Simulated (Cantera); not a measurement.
**Pyrogenic steam for wet oxidation**

An isothermal, constant-pressure homogeneous reactor starts with 41.0 % H2, 25.6 % O2, 33.3 % N2, at 1348 K and 0.266 atm.

Detailed kinetics in Cantera: GRI-Mech 3.0 (53 species, 325 reactions). The temperature is held fixed by assumption; the heat of reaction is taken as removed at once.

```json
[
 {"t (s)": "2.00e-5", "x H2": "0.410", "x O2": "0.256", "x HO2": "9.69e-7", "x NO2": "<1e-12", "x H": "2.62e-5"},
 {"t (s)": "5.92e-5", "x H2": "0.0844", "x O2": "0.114", "x HO2": "3.84e-5", "x NO2": "7.56e-11", "x H": "0.163"},
 {"t (s)": "0.000175", "x H2": "0.0340", "x O2": "0.0800", "x HO2": "3.92e-5", "x NO2": "1.29e-9", "x H": "0.0423"},
 {"t (s)": "0.000518", "x H2": "0.00681", "x O2": "0.0664", "x HO2": "2.89e-5", "x NO2": "6.20e-9", "x H": "0.00271"},
 {"t (s)": "0.00153", "x H2": "0.000744", "x O2": "0.0645", "x HO2": "9.49e-6", "x NO2": "3.80e-8", "x H": "8.77e-5"},
 {"t (s)": "0.00453", "x H2": "8.56e-5", "x O2": "0.0644", "x HO2": "1.58e-6", "x NO2": "8.11e-8", "x H": "3.69e-6"},
 {"t (s)": "0.0134", "x H2": "1.43e-5", "x O2": "0.0645", "x HO2": "3.05e-7", "x NO2": "7.01e-8", "x H": "2.84e-7"},
 {"t (s)": "0.0397", "x H2": "3.51e-6", "x O2": "0.0645", "x HO2": "8.69e-8", "x NO2": "4.46e-8", "x H": "3.71e-8"},
 {"t (s)": "0.117", "x H2": "1.24e-6", "x O2": "0.0645", "x HO2": "4.50e-8", "x NO2": "3.71e-8", "x H": "8.01e-9"},
 {"t (s)": "0.347", "x H2": "8.01e-7", "x O2": "0.0645", "x HO2": "3.95e-8", "x NO2": "4.01e-8", "x H": "4.14e-9"},
 {"t (s)": "1.03", "x H2": "7.78e-7", "x O2": "0.0645", "x HO2": "3.93e-8", "x NO2": "4.05e-8", "x H": "3.95e-9"},
 {"t (s)": "3.04", "x H2": "7.77e-7", "x O2": "0.0645", "x HO2": "3.93e-8", "x NO2": "4.05e-8", "x H": "3.95e-9"},
 {"t (s)": "9.00", "x H2": "7.77e-7", "x O2": "0.0645", "x HO2": "3.93e-8", "x NO2": "4.05e-8", "x H": "3.95e-9"}
]
```
x: mole fraction; the columns are a selection and need not sum to one.

Equilibrium at this temperature and pressure: H2 7.78e-7, O2 0.0644, HO2 3.92e-8, NO2 5.60e-7, H 3.95e-9 (gas phase only).
